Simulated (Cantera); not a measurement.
# Tantalum, niobium, vanadium and zirconium in process gases: Zr + O2 + N2

Charge: 1 mol Zr, 0.22 mol O2, 2 mol N2, at 1875 °C and 740000 Pa.

These are equilibrium values from Cantera (NASA tables, ideal gas, pure condensed phases), not measurements of a reactor. Candidate condensed phases: Zr, ZrN, ZrO2; 13 gas species. Mutual solubility and eutectic melting of coexisting phases are not modelled. ZrN: taken at fixed stoichiometry. Condensed phases not in the tables: solid solutions among these carbides, nitrides and lower oxides. Rates play no part.

```json
{
 "x(N2)": "1.00",
 "n(ZrN(s))": "0.780 mol",
 "n(ZrO2(tetragonal))": "0.220 mol",
 "gas_amount": "1.610 mol",
 "log10 activity of Zr(l) (absent)": "-4.54"
}
```
